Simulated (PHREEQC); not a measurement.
## Nickel, zinc or cadmium bath (model solution)

Dissolve 0.088 mol ZnSO4, 0.039 mol NaCl and 0.0047 mol NiCl2 per kg of water at 20 °C. Closed to the air; pH follows from the charge balance.

Computed with PHREEQC (ion-association model, wateq4f.dat).

Each row changes one thing in this solution. This is a speciation only: nothing precipitates in the calculation.

| case | pH | ionic strength (mol/kgw) | Cl- (mol/kgw) | Na+ (mol/kgw) | Ni+2 (mol/kgw) | NiCl+ (mol/kgw) | SI of Ni(OH)2 (Ni(OH)2) | SI of Halite (NaCl) |
|---|---|---|---|---|---|---|---|---|
| as made | 5.46 | 0.231 | 0.0467 | 0.0372 | 0.00299 | 0.000101 | -2.55 | -4.62 |
| NaCl from 0.039 to 0.0195 mol/kgw | 5.50 | 0.209 | 0.0279 | 0.0186 | 0.00298 | 6.16e-5 | -2.45 | -5.13 |
| ZnSO4 left out | 6.34 | 0.0525 | 0.0481 | 0.0390 | 0.00443 | 0.000239 | -0.44 | -4.47 |
| 0.014 mol/kgw NaHF2 added | 3.04 | 0.246 | 0.0468 | 0.0504 | 0.00288 | 9.61e-5 | -7.40 | -4.49 |
| NiCl2 from 0.0047 to 0.00047 mol/kgw | 5.48 | 0.221 | 0.0387 | 0.0372 | 0.000297 | 8.40e-6 | -3.50 | -4.69 |

Complexes and solids missing from the database can't appear.
